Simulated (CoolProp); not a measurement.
Vapour-liquid equilibrium of m-xylene (1) + n-undecane (2) at 0.026 bar; x and y are mole fractions of (1).

Values from CoolProp's multi-fluid Helmholtz-energy mixture model, Zhou 2012 and Aleksandrov 2011; pair parameters Bell 2016.

### Question
Give the bubble temperature and the first vapour's composition at x = 0.05, 0.45, 0.85. Is there an azeotrope?

### Answer
x = 0.05: 354.9 K, y = 0.305; x = 0.45: 328.4 K, y = 0.904; x = 0.85: 316.7 K, y = 0.988. No azeotrope shows between x = 0.05 and 0.95.

The pair parameters rest on a limited set of measurements; away from them the model extrapolates.
